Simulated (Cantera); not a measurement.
Input: 1 mol Si, 8.2 mol F2, held at 700 K and 1400 Pa.

These are equilibrium values from Cantera (NASA tables, ideal gas, pure condensed phases), not measurements of a reactor. Candidate condensed phases: Si; 9 gas species. Kinetics and transport are ignored.

Base state: F2 0.851, SiF4 0.138, F 0.0112 (mole fractions); condensed: gas only.

Problem. What changes in the equilibrium state with this change: temperature from 700 K to 1275 K?

Solution. 
```csv
species,before,after
F,0.0112,0.908
SiF4,0.138,0.0758
F2,0.851,0.0164
```

Problem. What changes in the equilibrium state with this change: F2 from 8.2 to 1.9 mol?

Solution. 
```
species     before   after
----------  ------  ------
SiF4         0.138   1.000
F2           0.851   <1e-9
F           0.0112   <1e-9
Si(s), mol       0  0.0500
```
